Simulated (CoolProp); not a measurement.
Vapour-liquid equilibrium of R22 (1) + R134a (2) at 0.747 bar; x and y are mole fractions of (1).

Computed with CoolProp (multi-fluid Helmholtz-energy mixture model, Kamei 1995 and Tillner-Roth 1994; pair parameters Bell 2016).

```json
[
 {"x": "0.05", "bubble temperature, mixture model (K)": "239.3", "bubble temperature, Raoult's law (K)": "239.6", "y, mixture model": "0.106", "y, Raoult's law": "0.094"},
 {"x": "0.15", "bubble temperature, mixture model (K)": "237.0", "bubble temperature, Raoult's law (K)": "237.8", "y, mixture model": "0.281", "y, Raoult's law": "0.261"},
 {"x": "0.25", "bubble temperature, mixture model (K)": "235.1", "bubble temperature, Raoult's law (K)": "236.1", "y, mixture model": "0.419", "y, Raoult's law": "0.402"},
 {"x": "0.35", "bubble temperature, mixture model (K)": "233.4", "bubble temperature, Raoult's law (K)": "234.4", "y, mixture model": "0.532", "y, Raoult's law": "0.523"},
 {"x": "0.45", "bubble temperature, mixture model (K)": "232.0", "bubble temperature, Raoult's law (K)": "232.9", "y, mixture model": "0.627", "y, Raoult's law": "0.627"},
 {"x": "0.55", "bubble temperature, mixture model (K)": "230.7", "bubble temperature, Raoult's law (K)": "231.5", "y, mixture model": "0.709", "y, Raoult's law": "0.717"},
 {"x": "0.65", "bubble temperature, mixture model (K)": "229.5", "bubble temperature, Raoult's law (K)": "230.2", "y, mixture model": "0.783", "y, Raoult's law": "0.795"},
 {"x": "0.75", "bubble temperature, mixture model (K)": "228.4", "bubble temperature, Raoult's law (K)": "228.9", "y, mixture model": "0.850", "y, Raoult's law": "0.864"},
 {"x": "0.85", "bubble temperature, mixture model (K)": "227.4", "bubble temperature, Raoult's law (K)": "227.7", "y, mixture model": "0.912", "y, Raoult's law": "0.923"},
 {"x": "0.95", "bubble temperature, mixture model (K)": "226.5", "bubble temperature, Raoult's law (K)": "226.6", "y, mixture model": "0.971", "y, Raoult's law": "0.976"}
]
```

The largest gap from Raoult's law is -1.0 K in bubble temperature, at x = 0.35. No azeotrope shows between x = 0.05 and 0.95.

Pair parameters are fitted to limited data, so mixtures are less certain than the pure fluids.
